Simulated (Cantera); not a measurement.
A closed system holds: 1 mol C3H8, 21 mol H2, at 2.50 bar.

Equilibrium computed with Cantera from the NASA thermochemical tables; the gas is ideal and each condensed phase is pure. Candidate condensed phases: C, C6H6, C7H8, C8H18; 76 gas species. The numbers say what is thermodynamically allowed, not how fast it happens.

Question: What share of the C ends up in condensed phases as a function of T (K), at 1523, 1623, 1723, 1823, 1923, 2023, 2123, 2223, 2323, 2423, 2523?

Answer: 
```json
[
 {"T (K)": "1523", "C condensed (%)": "95.3", "as": "C(graphite)"},
 {"T (K)": "1623", "C condensed (%)": "96.9", "as": "C(graphite)"},
 {"T (K)": "1723", "C condensed (%)": "97.8", "as": "C(graphite)"},
 {"T (K)": "1823", "C condensed (%)": "98.1", "as": "C(graphite)"},
 {"T (K)": "1923", "C condensed (%)": "98.1", "as": "C(graphite)"},
 {"T (K)": "2023", "C condensed (%)": "97.6", "as": "C(graphite)"},
 {"T (K)": "2123", "C condensed (%)": "96.5", "as": "C(graphite)"},
 {"T (K)": "2223", "C condensed (%)": "94.6", "as": "C(graphite)"},
 {"T (K)": "2323", "C condensed (%)": "91.5", "as": "C(graphite)"},
 {"T (K)": "2423", "C condensed (%)": "86.7", "as": "C(graphite)"},
 {"T (K)": "2523", "C condensed (%)": "79.9", "as": "C(graphite)"}
]
```
